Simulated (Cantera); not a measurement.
Feed: 1 mol SiH2Cl2, 120 mol H2, at 35.3 Torr.

Method: chemical equilibrium by Gibbs-energy minimisation in Cantera with the NASA 1993 tables (ideal gas, pure condensed phases). Candidate condensed phases: Si; 19 gas species. The tables' values for SiCl3 are old estimates; treat these amounts as uncertain. Gases not in the tables: Si2H6 and higher silanes. The numbers say what is thermodynamically allowed, not how fast it happens.

log p: log10 of the partial pressure in bar; n: condensed amount in mol.

| T (°C) | log p H2 | log p HCl | log p SiCl4 | log p SiHCl3 | log p H | log p SiCl2 | log p SiH2Cl2 | n Si(s) | n Si(l) |
|---|---|---|---|---|---|---|---|---|---|
| 627 | -1.33 | -3.75 | -4.03 | -4.16 | -10.60 | -6.04 | -5.31 | [?] | 0 |
| 702 | -1.33 | -3.48 | -4.19 | -4.29 | -9.61 | -5.41 | -5.37 | [?] | 0 |
| 777 | -1.33 | -3.29 | -4.51 | -4.54 | -8.76 | -4.97 | -5.51 | [?] | 0 |
| 852 | -1.33 | -3.19 | -5.05 | -4.95 | -8.02 | -4.72 | -5.77 | 0.884 | 0 |
| 927 | -1.33 | -3.16 | -5.74 | -5.48 | -7.37 | -4.61 | -6.10 | 0.915 | 0 |
| 1002 | -1.33 | -3.15 | -6.43 | -6.00 | -6.80 | -4.55 | -6.44 | 0.920 | 0 |
| 1077 | -1.33 | -3.15 | -7.06 | -6.49 | -6.29 | -4.52 | -6.75 | 0.918 | 0 |
| 1152 | -1.33 | -3.15 | -7.63 | -6.92 | -5.83 | -4.49 | -7.03 | 0.914 | 0 |
| 1227 | -1.33 | -3.15 | -8.15 | -7.31 | -5.42 | -4.47 | -7.28 | 0.910 | 0 |
| 1302 | -1.33 | -3.16 | -8.61 | -7.67 | -5.05 | -4.45 | -7.50 | 0.906 | 0 |
| 1377 | -1.33 | -3.16 | -9.04 | -7.99 | -4.71 | -4.43 | -7.71 | 0.901 | 0 |
| 1452 | -1.34 | -3.16 | -9.44 | -8.31 | -4.40 | -4.44 | -7.92 | [?] | 0.899 |

Q: What belongs in the gaps?

A: 
- 627, n Si(s): 0.561
- 702, n Si(s): 0.671
- 777, n Si(s): 0.796
- 1452, n Si(s): 0
